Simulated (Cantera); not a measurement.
## Low-pressure radical oxidation in H2/O2

An isothermal, constant-pressure homogeneous reactor starts with 0.385 % H₂, 68.7 % O₂, 30.9 % N₂, equivalence ratio 0.0028, at 1275 K and 12.8 Torr.

Cantera simulation using the H2/O2 subset of GRI-Mech 3.0, which has no nitrogen chemistry; the numbers are that mechanism's predictions, not measurements. Radical loss at walls, strong at low pressure, is not modelled.

```json
[
 {"t (s)": "1.00e-6", "x H₂": "0.00385", "x O₂": "0.687", "x OH": "<1e-12", "x O": "<1e-12", "x HO₂": "1.18e-11", "x H": "1.16e-11", "x H₂O₂": "<1e-12"},
 {"t (s)": "5.55e-6", "x H₂": "0.00385", "x O₂": "0.687", "x OH": "4.97e-12", "x O": "4.97e-12", "x HO₂": "6.53e-11", "x H": "6.03e-11", "x H₂O₂": "<1e-12"},
 {"t (s)": "3.08e-5", "x H₂": "0.00385", "x O₂": "0.687", "x OH": "1.21e-10", "x O": "1.22e-10", "x HO₂": "3.62e-10", "x H": "2.42e-10", "x H₂O₂": "<1e-12"},
 {"t (s)": "0.000171", "x H₂": "0.00385", "x O₂": "0.687", "x OH": "1.63e-9", "x O": "1.71e-9", "x HO₂": "2.01e-9", "x H": "4.96e-10", "x H₂O₂": "<1e-12"},
 {"t (s)": "0.000949", "x H₂": "0.00385", "x O₂": "0.687", "x OH": "1.68e-8", "x O": "2.03e-8", "x HO₂": "1.12e-8", "x H": "1.65e-9", "x H₂O₂": "3.63e-12"},
 {"t (s)": "0.00527", "x H₂": "0.00384", "x O₂": "0.687", "x OH": "4.26e-6", "x O": "5.64e-6", "x HO₂": "7.48e-8", "x H": "3.30e-7", "x H₂O₂": "8.92e-11"},
 {"t (s)": "0.0292", "x H₂": "8.94e-6", "x O₂": "0.683", "x OH": "0.000377", "x O": "0.00331", "x HO₂": "3.45e-7", "x H": "7.74e-5", "x H₂O₂": "7.27e-9"},
 {"t (s)": "0.162", "x H₂": "6.52e-6", "x O₂": "0.684", "x OH": "0.000324", "x O": "0.00241", "x HO₂": "2.95e-7", "x H": "4.84e-5", "x H₂O₂": "6.73e-9"},
 {"t (s)": "0.901", "x H₂": "2.01e-6", "x O₂": "0.686", "x OH": "0.000180", "x O": "0.000728", "x HO₂": "1.54e-7", "x H": "8.12e-6", "x H₂O₂": "4.44e-9"},
 {"t (s)": "5.00", "x H₂": "1.78e-7", "x O₂": "0.686", "x OH": "5.39e-5", "x O": "6.38e-5", "x HO₂": "3.16e-8", "x H": "2.13e-7", "x H₂O₂": "1.01e-9"}
]
```
x: mole fraction; the columns are a selection and need not sum to one.

Equilibrium at this temperature and pressure: H₂ 1.98e-9, O₂ 0.686, OH 5.73e-6, O 7.14e-7, HO₂ 5.07e-9, H 2.53e-10, H₂O₂ 1.88e-11 (gas phase only).
